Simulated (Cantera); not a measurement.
Stirred combustor or abatement burner

A perfectly stirred reactor is fed with CH₄ : C₂H₆ : C₃H₈ : O₂ : N₂ : H₂O = 1 : 0.087 : 1.3 : 6.29 : 23.6 : 4.8 (molar parts), equivalence ratio 1.4, at 101000 Pa; it is adiabatic with a 525 K inlet, and is followed from long to short residence time, starting on the burning branch (τ in s: 0.096, 0.029, 0.0086, 0.0026, 0.00078, 0.00023, 7e-05, 2.1e-05, 6.3e-06).

Computed with Cantera and GRI-Mech 3.0 (53 species, 325 reactions). GRI-Mech 3.0 was tuned for natural gas; its chemistry of propane as a main component is partial and can be far from experiment.

```
τ (s)    T (K)     x CH₄   x C₂H₆   x C₃H₈    x CO     x NO₂     x CH₃
-------  -----  --------  -------  -------  ------  --------  --------
0.096     1982   6.10e-5  4.61e-8  3.80e-7  0.0644  7.96e-10   2.41e-5
0.029     1975   7.98e-5  1.19e-7  9.86e-7  0.0642   1.16e-9   4.39e-5
0.0086    1963  0.000115  3.14e-7  2.58e-6  0.0641   1.57e-9   8.28e-5
0.0026    1946  0.000205  8.97e-7  7.07e-6  0.0643   1.95e-9  0.000172
0.00078   1914  0.000473  3.21e-6  2.24e-5  0.0657   2.21e-9  0.000409
0.00023    525    0.0270  0.00235   0.0351  <1e-12    <1e-12    <1e-12
7.0e-5     525    0.0270  0.00235   0.0351  <1e-12    <1e-12    <1e-12
2.1e-5     525    0.0270  0.00235   0.0351  <1e-12    <1e-12    <1e-12
6.3e-6     525    0.0270  0.00235   0.0351  <1e-12    <1e-12    <1e-12
```
x: mole fraction; the columns are a selection and need not sum to one.
